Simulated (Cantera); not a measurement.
An adiabatic, constant-volume homogeneous reactor starts with 12.5 % H2, 18.4 % O2, 69.1 % N2, equivalence ratio 0.34, at 975 K and 5.00 bar.

Cantera simulation using the H2/O2 subset of GRI-Mech 3.0, which has no nitrogen chemistry; the numbers are that mechanism's predictions, not measurements. The hydrogen kinetics of GRI-Mech 3.0 are dated; newer H2 mechanisms differ, most at raised pressure.

Predict: time of steepest temperature rise; temperature at 3.00 s; equilibrium temperature; x(H2) at 3.00 s; x(O2) at 3.00 s; x(H2O2) at 3.00 s; x(O) at 3.00 s; x(OH) at 3.00 s.


| Item | Result |
|---|---|
| time of steepest temperature rise | 33.5 ms |
| temperature at 3.00 s | 2107 K |
| equilibrium temperature | 2107 K |
| x(H2) at 3.00 s | 7.27e-5 (gas-phase equilibrium 7.27e-5) |
| x(O2) at 3.00 s | 0.129 (gas-phase equilibrium 0.129) |
| x(H2O2) at 3.00 s | 3.93e-7 (gas-phase equilibrium 3.93e-7) |
| x(O) at 3.00 s | 0.000166 (gas-phase equilibrium 0.000166) |
| x(OH) at 3.00 s | 0.00193 (gas-phase equilibrium 0.00193) |
